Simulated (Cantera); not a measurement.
**Low-pressure radical oxidation in H2/O2**

An isothermal, constant-pressure homogeneous reactor starts with H2 : O2 = 0.14 : 1 (molar parts), equivalence ratio 0.070, at 1473 K and 0.00760 atm.

Computed with Cantera and the H2/O2 subset of GRI-Mech 3.0, which has no nitrogen chemistry. Radical loss at walls, strong at low pressure, is not modelled. The temperature is held fixed by assumption; the heat of reaction is taken as removed at once.

```tsv
t (s)	x H2	x O2	x H2O	x HO2	x H	x OH	x O
9.00e-6	0.123	0.877	4.23e-10	3.42e-8	3.02e-8	4.34e-9	4.42e-9
2.51e-5	0.123	0.877	7.83e-9	9.53e-8	7.43e-8	2.76e-8	2.89e-8
7.00e-5	0.123	0.877	1.30e-7	2.66e-7	2.17e-7	1.63e-7	1.80e-7
0.000195	0.123	0.877	2.90e-6	7.39e-7	1.71e-6	1.69e-6	1.94e-6
0.000545	0.122	0.877	0.000665	1.89e-6	0.000305	0.000313	0.000362
0.00152	0.00472	0.785	0.0980	1.93e-6	0.0251	0.0151	0.0721
0.00424	0.00428	0.786	0.0995	1.92e-6	0.0240	0.0146	0.0717
0.0118	0.00408	0.791	0.101	1.91e-6	0.0220	0.0143	0.0675
0.0330	0.00355	0.803	0.106	1.89e-6	0.0172	0.0134	0.0572
0.0921	0.00239	0.826	0.115	1.76e-6	0.00893	0.0112	0.0367
0.257	0.000909	0.853	0.124	1.23e-6	0.00196	0.00699	0.0133
0.717	0.000181	0.865	0.129	4.78e-7	0.000170	0.00314	0.00259
2.00	3.01e-5	0.868	0.130	1.52e-7	1.14e-5	0.00128	0.000427
```
x: mole fraction; the columns are a selection and need not sum to one.

Equilibrium at this temperature and pressure: H2 2.11e-6, O2 0.869, H2O 0.131, HO2 1.57e-7, H 2.11e-7, OH 0.000340, O 2.98e-5 (gas phase only).
